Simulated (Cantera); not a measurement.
A closed system holds: 1 mol SiC, 0.017 mol H2O, 11 mol N2, held at 1325 °C and 0.825 Torr.

Method: chemical equilibrium by Gibbs-energy minimisation in Cantera with the NASA 1993 tables (ideal gas, pure condensed phases). Candidate condensed phases: C, C6H6, C7H8, C8H18, H2O, Si, SiC, SiO2, Si2N2O, Si3N4; 151 gas species. Rates play no part.

Base state: N2 0.997, H2 0.00151, CO 0.000777, SiO 0.000764, H 6.24e-5, Si 1.65e-5 (mole fractions); condensed: SiC(s).

Problem. What changes in the equilibrium state with this change: temperature from 1325 °C to 1600 °C?

Solution. 
```
species        before     after
-----------  --------  --------
N2              0.997     0.995
CO           0.000777   0.00135
Si            1.65e-5   0.00120
H             6.24e-5  0.000666
Si2C          5.16e-8   1.84e-5
SiN           4.73e-7   1.42e-5
SiC(s), mol     0.991     0.984
```
The tables' values for SiN are old estimates; treat these amounts as uncertain.
